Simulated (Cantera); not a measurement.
A freely propagating, adiabatic, planar premixed flame of CH₄ : O₂ : N₂ = 1 : 2 : 5.6 (molar parts), unburnt at 600 K and 1.20 bar; multicomponent transport, grid criteria slope 0.08 and curve 0.16, no radiation.

Detailed kinetics in Cantera: GRI-Mech 3.0 (53 species, 325 reactions). Burning velocities carry a grid error of a few per cent, more on coarse grids.

Problem. Predict: laminar burning velocity; thermal thickness; peak x(C₂H₂); peak x(CH₃); peak x(CH₂CO).

Solution. 
```
Property                    Result
------------------------  --------
laminar burning velocity  184 cm/s
thermal thickness         0.216 mm
peak x(C₂H₂)              0.000268
peak x(CH₃)                0.00494
peak x(CH₂CO)             0.000203
```
